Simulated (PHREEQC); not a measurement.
Dissolve 0.0004 mol H2S and 0.51 mol MnCl2 per kg of water at 20 °C. Closed to the air; pH follows from the charge balance.

Equilibrium calculation in PHREEQC: ion-association model, wateq4f.dat.

The ionic strength comes out as 1.09 mol/kgw. What activity coefficients do MnCl+, H+, Mn+2, HS-, MnCl3- get?

MnCl+ 0.64, H+ 0.74, Mn+2 0.20, HS- 0.58, MnCl3- 0.64.

Precipitation was switched off in this run. The ionic strength is past about 0.7 mol/kgw, beyond the range of this activity model, so the values are rough. The polysulfide entries of wateq4f.dat were taken out for this run.
